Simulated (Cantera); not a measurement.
Input: 1 mol Cr, 0.026 mol H2O, 10 mol N2, held at 2223.15 K and 750 Torr.

Method: chemical equilibrium by Gibbs-energy minimisation in Cantera with the NASA 1993 tables (ideal gas, pure condensed phases). Candidate condensed phases: Cr, CrN, Cr2N, Cr2O3, H2O; 29 gas species. Mutual solubility and eutectic melting of coexisting phases are not modelled. Kinetics and transport are ignored.

Base state: N2 0.987, Cr 0.0102, H2 0.00233, H 0.000310, CrO 0.000283, H2O 7.65e-5 (mole fractions); condensed: Cr(l) + Cr2O3(s).

**Question.** What changes in the equilibrium state with this change: pressure from 750 Torr to 0.900 Torr?

**Answer.** 
| species | before | after |
|---|---|---|
| N2 | 0.987 | 0.905 |
| Cr | 0.0102 | 0.0883 |
| H | 0.000310 | 0.00382 |
| O | 1.35e-7 | 9.87e-5 |
| NO | 1.40e-6 | 3.40e-5 |
| OH | 1.47e-6 | 1.59e-5 |
| CrO | 0.000283 | 0.00215 |
| Cr(l), mol | 0.879 | 0 |
| Cr2O3(s), mol | 0.00742 | 0 |
